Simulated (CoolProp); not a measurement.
Values from CoolProp's reference Helmholtz-energy equation of state, Marx 1992.

### Question
Give the vapour pressure (MPa), liquid density (kg/m³), liquid cp (kJ/(kg K)), surface tension (mN/m) of saturated R113 at 399.9, 411.9, 423.9 K.

### Answer
```
T (K)  p (MPa)  liquid density (kg/m³)  liquid cp (kJ/(kg K))  surface tension (mN/m)
-----  -------  ----------------------  ---------------------  ----------------------
399.9    0.782                    1290                   1.05                    6.60
411.9    0.990                    1240                   1.08                    5.49
423.9     1.24                    1200                   1.12                    4.43
```

Surface tension comes from a separate correlation (Mulero 2012).
